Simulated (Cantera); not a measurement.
Input: 1 mol SiH₂Cl₂, 2.8 mol O₃, 3.1 mol N₂, 20 mol O₂, held at 1798.15 K and 21000 Pa.

Equilibrium computed with Cantera from the NASA thermochemical tables; the gas is ideal and each condensed phase is pure. Candidate condensed phases: H₂O, NH₄Cl, Si, SiO₂, Si₂N₂O, Si₃N₄; 47 gas species. The tables hold silica as quartz up to 1696 K and as liquid above; real silica turns to tridymite and cristobalite and melts near 1996 K. Rates play no part.

Base state: O₂ 0.808, N₂ 0.107, HCl 0.0461, Cl 0.0220, H₂O 0.0119, NO 0.00299, Cl₂ 0.00103, OH 0.000486 (mole fractions); condensed: SiO₂(condensed).

Problem. What changes in the equilibrium state with this change: SiH₂Cl₂ replaced by SiH₄?

Solution. 
| species | before | after |
|---|---|---|
| O₂ | 0.808 | 0.811 |
| N₂ | 0.107 | 0.112 |
| H₂O | 0.0119 | 0.0726 |
| HCl | 0.0461 | 0 |
| Cl | 0.0220 | 0 |
| Cl₂ | 0.00103 | 0 |
| ClO | 0.000161 | 0 |
| OH | 0.000486 | 0.00120 |
| NO | 0.00299 | 0.00306 |
| SiO₂(condensed), mol | 1.000 | 1.000 |
Gases not in the tables: Si(OH)₄.

Problem. What changes in the equilibrium state with this change: O₂ from 20 to 5.1 mol?

Solution. 
```csv
species,before,after
O₂,0.808,0.602
N₂,0.107,0.228
HCl,0.0461,0.106
H₂O,0.0119,0.0205
Cl,0.0220,0.0359
Cl₂,0.00103,0.00276
HOCl,7.45e-6,1.49e-5
ClO,0.000161,0.000227
NO,0.00299,0.00376
OH,0.000486,0.000594
"SiO₂(condensed), mol",1.000,1.00
```

Problem. What changes in the equilibrium state with this change: temperature from 1798.15 K to 1348 K?

Solution. 
```csv
species,before,after
O₂,0.808,0.817
N₂,0.107,0.110
HCl,0.0461,0.0532
Cl,0.0220,0.00345
H₂O,0.0119,0.00884
O,0.000234,8.05e-7
OH,0.000486,1.11e-5
"SiO₂(condensed), mol",1.000,0
"SiO₂(β-quartz), mol",0,1.00
```
